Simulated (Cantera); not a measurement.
Input (Python, Cantera) and output of one run.

```python
import numpy as np
import cantera as ct

gas_names = """
    H H2 Pb Pb2
""".split()
cond_names = """
    Pb(cr) Pb(L)
""".split()


# ... load() reads the species with a 1 bar reference pressure and builds the phases ...
atoms = {
    'Pb': {'Pb': 1},
    'H2': {'H': 2},
}
top_T = {}  # K; cautious upper limits of use, not melting points


# ... equilibrate(T, P, feed) seeds the gas with the atoms and calls Mixture.equilibrate('TP', solver="vcs", rtol=1e-11, max_steps=5000) ...
results = []
feed = {'Pb': 1, 'H2': 6.5}  # mol
P = 1000  # Pa
for T in [1198, 1248, 1298, 1348, 1398, 1448, 1498, 1548, 1598, 1648]:
    mix = equilibrate(T, P, feed)
    results.append((T, P, feed, dict(zip(mix.species_names, mix.species_moles))))

top = {s: max(r[3][s] / sum(r[3][g] for g in gas_names) for r in results) for s in gas_names}
cols = sorted((s for s in top if top[s] > 0.0001), key=lambda s: -top[s])[:8]
seen = [c for c in cond_names if any(r[3].get(c, 0) > 1e-12 for r in results)]
print("log10 of partial pressures in bar; condensed amounts in mol")
print(f"{'T/K':>10s}" + "".join(f"{s[:9]:>10s}" for s in cols + seen))
for T, P, feed, n in results:
    ng = sum(n[g] for g in gas_names)
    print(f"{T:10.4g}" + "".join(f"{np.log10(max(n[s] / ng * P / 1e5, 1e-99)):10.3f}" for s in cols)
          + "".join(f"{n.get(c, 0):10.4g}" for c in seen))
```

Result:

```
log10 of partial pressures in bar; condensed amounts in mol
       T/K        H2        Pb         H     Pb(L)
      1198    -2.028    -3.205    -7.735    0.5675
      1248    -2.060    -2.886    -7.361   0.02849
      1298    -2.062    -2.875    -7.001         0
      1348    -2.062    -2.875    -6.667         0
      1398    -2.062    -2.875    -6.356         0
      1448    -2.062    -2.875    -6.066         0
      1498    -2.062    -2.875    -5.796         0
      1548    -2.062    -2.875    -5.543         0
      1598    -2.062    -2.875    -5.305         0
      1648    -2.063    -2.875    -5.082         0
```

Cantera equilibrium calculation (NASA polynomials, part measured and part estimated; ideal gas, pure solids and liquids).
